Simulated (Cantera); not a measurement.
A closed system holds: 1 mol CO₂, 0.068 mol H₂O, equilibrated at 2973.15 K and 13.0 mbar.

These are equilibrium values from Cantera (NASA tables, ideal gas, pure condensed phases), not measurements of a reactor. Candidate condensed phases: C, C₆H₆, C₇H₈, C₈H₁₈, H₂O; 110 gas species. The numbers say what is thermodynamically allowed, not how fast it happens.

Base state: CO 0.478, O 0.291, O₂ 0.103, CO₂ 0.0582, H 0.0516, OH 0.0150, H₂ 0.00164, H₂O 0.00147 (mole fractions); condensed: gas only.

### Question
What changes in the equilibrium state with this change: pressure from 13.0 mbar to 7.40 mbar?

### Answer
```csv
species,before,after
CO,0.478,0.475
O,0.291,0.339
O₂,0.103,0.0798
CO₂,0.0582,0.0384
OH,0.0150,0.0107
H,0.0516,0.0556
H₂O,0.00147,0.000644
H₂,0.00164,0.00108
```

### Question
What changes in the equilibrium state with this change: pressure from 13.0 mbar to 0.133 bar?

### Answer
| species | before | after |
|---|---|---|
| CO | 0.478 | 0.438 |
| CO₂ | 0.0582 | 0.214 |
| O₂ | 0.103 | 0.163 |
| O | 0.291 | 0.114 |
| H₂O | 0.00147 | 0.0138 |
| H | 0.0516 | 0.0246 |
| OH | 0.0150 | 0.0288 |
| H₂ | 0.00164 | 0.00383 |
